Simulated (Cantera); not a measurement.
## Ignition delay

Mixture: C3H8 : O2 : N2 : H2O = 1 : 10 : 67 : 2.7 (molar parts), equivalence ratio 0.50, at 10.0 bar, adiabatic and at constant volume. Ignition delay is the time to a rise of 400 K.

Model: GRI-Mech 3.0 (53 species, 325 reactions), integrated in Cantera. GRI-Mech 3.0 was tuned for natural gas; its chemistry of propane as a main component is partial and can be far from experiment.

```tsv
T0 (K)	delay (ms)
1175	3.18
1225	1.30
1275	0.552
1325	0.249
1375	0.120
1425	0.0617
1475	0.0340
1525	0.0200
1575	0.0126
1625	0.00834
```

| Property | Result |
|---|---|
| apparent activation energy between 1525 and 1625 K | 180 kJ/mol |
